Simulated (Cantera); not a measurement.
Input: 1 mol CH3SiCl3, 1100 mol H2, 0.025 mol HCl, held at 1.40 mbar.

These are equilibrium values from Cantera (NASA tables, ideal gas, pure condensed phases), not measurements of a reactor. Candidate condensed phases: C, C6H6, C7H8, C8H18, Si, SiC; 109 gas species. The feed counts by its element totals alone. Equilibrium is a limit: real reactors are often held back by kinetics, nucleation or transport. All values below are at 1398 K.

Base state: H2 0.997, HCl 0.00274, H 0.000126 (mole fractions); condensed: SiC(s).

Q: What changes in the equilibrium state with this change: CH3SiCl3 replaced by SiH2Cl2?

A: 
```csv
species,before,after
H2,0.997,0.998
HCl,0.00274,0.00182
H,0.000126,0.000126
"SiC(s), mol",0.999,0
"Si(s), mol",0,0.988
```
